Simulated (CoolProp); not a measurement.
Saturated liquid density (kg/m³) of cyclohexane: the reference equation beside estimates from Tc = 553.6 K, pc = 4.081 MPa, ω = 0.209. Rackett uses Z = 0.29056 − 0.08775 ω.

Model: reference Helmholtz-energy equation of state, Zhou 2014, in CoolProp.

```tsv
T (K)	reference	Rackett	Redlich-Kwong	Soave-Redlich-Kwong	Peng-Robinson
387.8	683.9	689.2	…	636.8	721.1
398.3	672.4	677.5	604.3	624.6	707.7
408.7	660.7	665.6	591.1	…	693.6
419.2	648.5	653.2	577.2	598.3	678.6
429.6	…	640.4	562.8	584.2	662.8
440.1	…	627.0	547.5	569.1	645.8
450.5	609.3	613.1	531.6	553.2	627.8
461	…	598.3	514.7	536.0	608.3
471.4	579.7	582.9	496.9	517.9	587.6
481.9	563.2	566.3	477.7	498.1	564.9
492.3	545.6	548.6	457.3	476.8	540.3
502.8	525.9	529.1	434.9	453.3	512.9
513.2	503.9	507.5	410.5	427.4	482.6
523.7	478.0	482.4	382.6	397.5	…
```

Question: What belongs in the gaps?

Answer: 
- 387.8, Redlich-Kwong: 617.1
- 408.7, Soave-Redlich-Kwong: 611.9
- 429.6, reference: 636.0
- 440.1, reference: 622.9
- 461, reference: 594.8
- 523.7, Peng-Robinson: 447.5

Absolute difference from the reference over all 14 rows, mean and median: Rackett 0.7 and 0.7 %, Redlich-Kwong 13.8 and 13.1 %, Soave-Redlich-Kwong 10.4 and 9.5 %, Peng-Robinson 3.5 and 3.9 %.
